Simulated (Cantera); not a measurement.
Charge: 1 mol Zr, 14 mol N₂O, 100 mol H₂, at 1175 °C and 4.58 Torr.

These are equilibrium values from Cantera (NASA tables, ideal gas, pure condensed phases), not measurements of a reactor. Candidate condensed phases: H₂O, Zr, ZrN, ZrO₂; 28 gas species. Rates play no part.

Base state: H₂ 0.772, N₂ 0.123, H₂O 0.105, H 0.000104 (mole fractions); condensed: ZrO₂(monoclinic).

Task: What changes in the equilibrium state with this change: H₂ from 100 to 2.5 mol?

Result: 
```
species                 before     after
---------------------  -------  --------
N₂                       0.123     0.658
O₂                       <1e-9     0.223
H₂O                      0.105     0.118
H₂                       0.772   2.94e-6
NO                     1.31e-9  0.000886
O                        <1e-9   1.18e-5
ZrO₂(monoclinic), mol     1.00      1.00
```

Task: What changes in the equilibrium state with this change: N₂O from 14 to 0.45 mol?

Result: 
```json
[
 {"species": "H₂", "before": "0.772", "after": "0.999"},
 {"species": "N₂", "before": "0.123", "after": "0.000624"},
 {"species": "H", "before": "0.000104", "after": "0.000118"},
 {"species": "H₂O", "before": "0.105", "after": "8.96e-7"},
 {"species": "ZrO₂(monoclinic), mol", "before": "1.00", "after": "0.225"},
 {"species": "ZrN(s), mol", "before": "0", "after": "0.775"}
]
```
Mutual solubility and eutectic melting of coexisting phases are not modelled. ZrN: taken at fixed stoichiometry. Condensed phases not in the tables: solid solutions among these carbides, nitrides and lower oxides.
